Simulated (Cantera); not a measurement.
## Ammonia decomposition in nitride growth gas

An isothermal, constant-pressure homogeneous reactor starts with NH₃ : H₂ = 1 : 2.6 (molar parts), at 2100 K and 0.0770 bar.

Cantera simulation using the gas-phase N/H chemistry of the illustrative SiF4/NH3 mechanism in the Surface Chemkin manual (1991); the numbers are that mechanism's predictions, not measurements. Walls and surfaces, which speed up NH3 decomposition in real reactors, are not modelled.

```
t (s)       x NH₃   x H₂      x N₂    x N₂H₂       x N
--------  -------  -----  --------  --------  --------
2.00e-5     0.278  0.722  7.88e-12  1.29e-10  4.55e-12
6.29e-5     0.278  0.722   1.32e-9   1.86e-9  2.20e-10
0.000198    0.278  0.722   1.72e-7   2.52e-8   7.73e-9
0.000623    0.277  0.722   1.50e-5   3.75e-7   2.16e-7
0.00196     0.275  0.723  0.000535   2.27e-6   1.68e-6
0.00617     0.268  0.727   0.00345   2.49e-6   1.93e-6
0.0194      0.246  0.741    0.0121   2.24e-6   1.95e-6
0.0612      0.189  0.775    0.0344   1.64e-6   1.99e-6
0.192      0.0880  0.836    0.0740   6.82e-7   2.08e-6
0.606     0.00775  0.883     0.105   5.62e-8   2.63e-6
1.91      2.25e-5  0.881     0.108  1.06e-11   2.63e-7
6.00      3.99e-6  0.881     0.108    <1e-12   4.68e-8
```
x: mole fraction; the columns are a selection and need not sum to one.

Equilibrium at this temperature and pressure: NH₃ 3.59e-7, H₂ 0.881, N₂ 0.108, N₂H₂ <1e-12, N 4.21e-9 (gas phase only).
